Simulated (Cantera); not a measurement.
## S + O2 + H2 + H2O (abatement and gas-phase synthesis)

A closed system holds: 1 mol S, 1.2 mol O2, 0.3 mol H2, 0.3 mol H2O, held at 0.140 bar.

Method: chemical equilibrium by Gibbs-energy minimisation in Cantera with the NASA 1993 tables (ideal gas, pure condensed phases). Candidate condensed phases: H2O, H2SO4, S; 19 gas species. Kinetics and transport are ignored.

From 2300 K to 3500 K nothing is condensed.

```json
[
 {"T (K)": "2300", "x SO2": "0.582", "x O": "0.00255", "x H2O": "0.339", "x H": "0.00256", "x SO": "0.0128", "x O2": "0.0369", "x S": "7.81e-5", "x OH": "0.0143", "x H2": "0.00978"},
 {"T (K)": "2500", "x SO2": "0.540", "x O": "0.00862", "x H2O": "0.305", "x H": "0.00991", "x SO": "0.0361", "x O2": "0.0495", "x S": "0.000608", "x OH": "0.0288", "x H2": "0.0218"},
 {"T (K)": "2700", "x SO2": "0.461", "x O": "0.0254", "x H2O": "0.248", "x H": "0.0291", "x SO": "0.0763", "x O2": "0.0694", "x S": "0.00292", "x OH": "0.0503", "x H2": "0.0367"},
 {"T (K)": "2900", "x SO2": "0.346", "x O": "0.0639", "x H2O": "0.172", "x H": "0.0675", "x SO": "0.127", "x O2": "0.0906", "x S": "0.00998", "x OH": "0.0736", "x H2": "0.0482"},
 {"T (K)": "3100", "x SO2": "0.216", "x O": "0.134", "x H2O": "0.0929", "x H": "0.125", "x SO": "0.167", "x O2": "0.102", "x S": "0.0262", "x OH": "0.0859", "x H2": "0.0483"},
 {"T (K)": "3300", "x SO2": "0.106", "x O": "0.235", "x H2O": "0.0363", "x H": "0.185", "x SO": "0.174", "x O2": "0.0927", "x S": "0.0550", "x OH": "0.0767", "x H2": "0.0358"},
 {"T (K)": "3500", "x SO2": "0.0396", "x O": "0.343", "x H2O": "0.0103", "x H": "0.224", "x SO": "0.143", "x O2": "0.0679", "x S": "0.0946", "x OH": "0.0529", "x H2": "0.0201"}
]
```
x: gas mole fraction; nothing condenses.
